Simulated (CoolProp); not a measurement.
Vapour-liquid equilibrium of acetone (1) + n-decane (2) at 75.55 °C; x and y are mole fractions of (1).

Model: multi-fluid Helmholtz-energy mixture model, Lemmon 2006 and Lemmon 2006; pair parameters Bell 2016, in CoolProp.

Question: Give the bubble pressure and the first vapour's composition at x = 0.05, 0.35, 0.95. Is there an azeotrope?

Answer: x = 0.05: 0.2264 bar, y = 0.858; x = 0.35: 1.147 bar, y = 0.977; x = 0.95: 1.801 bar, y = 0.996. No azeotrope shows between x = 0.05 and 0.95.

Pair parameters are fitted to limited data, so mixtures are less certain than the pure fluids. With so large a gap from Raoult's law the liquid may split in two, which this calculation doesn't test in full.
